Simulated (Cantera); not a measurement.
Feed: 1 mol TiC, 0.036 mol C, 0.15 mol H2, equilibrated at 0.420 Torr.

Method: chemical equilibrium by Gibbs-energy minimisation in Cantera with the NASA 1993 tables (ideal gas, pure condensed phases). Candidate condensed phases: C, C6H6, C7H8, C8H18, Ti, TiC; 77 gas species. TiC: taken at fixed stoichiometry. Rates play no part. All values below are at 1825 °C.

Base state: H2 0.877, H 0.122, C2H2 (acetylene) 0.00125 (mole fractions); condensed: C(graphite) + TiC(s).

Question: What changes in the equilibrium state with this change: pressure from 0.420 Torr to 100 Torr?

Answer: 
```csv
species,before,after
H2,0.877,0.990
H,0.122,0.00839
C2H2 (acetylene),0.00125,0.00141
CH4,1.43e-7,4.33e-5
"C(graphite), mol",0.0356,0.0356
"TiC(s), mol",1.000,1.00
```
